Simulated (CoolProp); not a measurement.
Values from CoolProp's reference Helmholtz-energy equation of state, Wagner 2002.

Task: Give the vapour pressure (bar), vapour density (kg/m³), enthalpy of vaporisation (kJ/kg) of saturated water at 372.9, 421.7, 494.8 K.

Result: 
| T (K) | p (bar) | vapour density (kg/m³) | enthalpy of vaporisation (kJ/kg) |
|---|---|---|---|
| 372.9 | 1.01 | 0.593 | 2260 |
| 421.7 | 4.58 | 2.46 | 2120 |
| 494.8 | 23.9 | 12.0 | 1850 |
